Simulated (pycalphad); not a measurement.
# Phase fractions of Al-0.6Si-2.4C (at.%)

All values are pycalphad results on the COST 507 light-alloy database (1999) (1 atm), not direct measurements. The data set is of 1999 and partly superseded. Phase fractions are per mole of atoms. Kinetics are ignored, which matters at the lower temperatures.

| T (K) | LIQUID | AL4C3 | FCC_A1 | AL8SIC7 | DIAMOND_A4 |
|---|---|---|---|---|---|
| 1850 | 0.956 | 0.044 | - | - | - |
| 1800 | 0.952 | 0.048 | - | - | - |
| 1750 | 0.949 | 0.051 | - | - | - |
| 1700 | 0.947 | 0.053 | - | - | - |
| 1650 | 0.946 | 0.054 | - | - | - |
| 1600 | 0.945 | 0.055 | - | - | - |
| 1550 | 0.945 | 0.055 | - | - | - |
| 1500 | 0.944 | 0.056 | - | - | - |
| 1450 | 0.944 | 0.056 | - | - | - |
| 1400 | 0.944 | 0.056 | - | - | - |
| 1350 | 0.944 | 0.056 | - | - | - |
| 1300 | 0.944 | 0.056 | - | - | - |
| 1250 | 0.944 | 0.056 | - | - | - |
| 1200 | 0.944 | 0.056 | - | - | - |
| 1150 | 0.944 | 0.056 | - | - | - |
| 1100 | 0.944 | 0.056 | - | - | - |
| 1050 | 0.944 | 0.056 | - | - | - |
| 1000 | 0.944 | 0.056 | - | - | - |
| 950 | 0.944 | 0.056 | - | - | - |
| 900 | - | - | 0.945 | 0.055 | - |
| 850 | - | - | 0.945 | 0.055 | - |
| 800 | - | - | 0.945 | 0.055 | - |
| 750 | - | - | 0.945 | 0.055 | - |
| 700 | - | - | 0.945 | 0.055 | - |
| 650 | - | - | 0.944 | 0.055 | 0.001 |
| 600 | - | - | 0.943 | 0.055 | 0.002 |
| 550 | - | - | 0.943 | 0.055 | 0.002 |
| 500 | - | - | 0.943 | 0.055 | 0.002 |

Database names, with the compositions (at.%) that they take in these runs: AL4C3: Al 57 C 43; AL8SIC7: Al 50 C 44 Si 6. FCC_A1 is fcc; DIAMOND_A4 is diamond (Si).
